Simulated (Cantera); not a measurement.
What does this Cantera script print?

```python
import numpy as np
import cantera as ct

gas = ct.Solution("gri30.yaml")
gas.TPX = 1598, 100000, {'CH4': 1, 'N2': 140}
reactor = ct.IdealGasConstPressureReactor(gas, energy="off", clone=False)
net = ct.ReactorNet([reactor])
net.rtol, net.atol = 1e-08, 1e-18
show = ['CH4', 'HCN', 'H2', 'C2H4', 'CH2', 'H']
times = np.geomspace(5e-06, 90, 14)

steps = ct.SolutionArray(gas, extra=["t"])
rows = []
print(f"{'t/s':>10s}{'T/K':>9s}{'P/Pa':>11s}" + "".join(f"{s:>11s}" for s in show))
for t in times:
    while net.time < t:
        t_next = net.step()
        steps.append(gas.state, t=t_next)
    rows.append([np.interp(t, steps.t, y) for y in (steps.T, steps.P, *steps(*show).X.T)])
    print(f"{t:10.3e}{rows[-1][0]:9.1f}{rows[-1][1]:11.4g}" + "".join(f"{x:11.3e}" for x in rows[-1][2:]))
rate = np.gradient(steps.T, steps.t)
print("integrator steps:", len(steps.t))
if steps.T.max() > steps.T[0] + 200:
    print(f"time of steepest temperature rise: {steps.t[rate.argmax()]:.4e} s")
gas.TPX = 1598, 100000, {'CH4': 1, 'N2': 140}
gas.equilibrate("TP")
print(f"equilibrium (TP): T = {gas.T:.1f} K  " + "  ".join(f"{s} {gas[s].X[0]:.3e}" for s in show))
```

Output:

```
       t/s      T/K       P/Pa        CH4        HCN         H2       C2H4        CH2          H
 5.000e-06   1598.0      1e+05  7.092e-03  2.557e-17  2.027e-08  2.184e-14  7.636e-14  3.933e-08
 1.807e-05   1598.0      1e+05  7.092e-03  4.706e-16  1.516e-07  2.299e-12  2.117e-12  6.379e-08
 6.534e-05   1598.0      1e+05  7.091e-03  7.876e-15  7.125e-07  1.685e-10  2.706e-11  6.644e-08
 2.362e-04   1598.0      1e+05  7.087e-03  1.357e-13  2.764e-06  9.006e-09  2.539e-10  6.763e-08
 8.538e-04   1598.0      1e+05  7.071e-03  3.396e-12  1.088e-05  4.047e-07  2.353e-09  8.248e-08
 3.086e-03   1598.0      1e+05  6.994e-03  9.710e-11  6.320e-05  1.291e-05  1.562e-08  2.096e-07
 1.116e-02   1598.0      1e+05  6.415e-03  4.774e-09  6.577e-04  1.893e-04  5.033e-08  1.002e-06
 4.033e-02   1598.0      1e+05  4.720e-03  5.643e-08  3.246e-03  1.985e-04  3.161e-08  2.374e-06
 1.458e-01   1598.0      1e+05  2.768e-03  2.032e-07  6.362e-03  3.848e-05  1.499e-08  3.647e-06
 5.270e-01   1598.0      1e+05  1.174e-03  4.949e-07  8.790e-03  8.205e-06  6.024e-09  4.687e-06
 1.905e+00   1598.0      1e+05  3.827e-04  8.744e-07  9.982e-03  4.253e-06  1.960e-09  5.234e-06
 6.887e+00   1598.0      1e+05  1.117e-04  1.252e-06  1.039e-02  4.082e-06  5.738e-10  5.429e-06
 2.490e+01   1598.0      1e+05  3.496e-05  1.636e-06  1.050e-02  4.132e-06  1.800e-10  5.487e-06
 9.000e+01   1598.0      1e+05  2.031e-05  2.226e-06  1.052e-02  4.146e-06  1.047e-10  5.499e-06
integrator steps: 1448
equilibrium (TP): T = 1598.0 K  CH4 4.309e-06  HCN 6.718e-03  H2 1.055e-02  C2H4 1.896e-07  CH2 2.216e-11  H 5.506e-06
```

Detailed kinetics in Cantera: GRI-Mech 3.0 (53 species, 325 reactions). GRI-Mech 3.0 stops at C3 and has no aromatics, soot or wall deposition, so with more carbon than oxygen in the feed, carbon stays in small species such as C2H2 where larger ones or solid carbon would form.
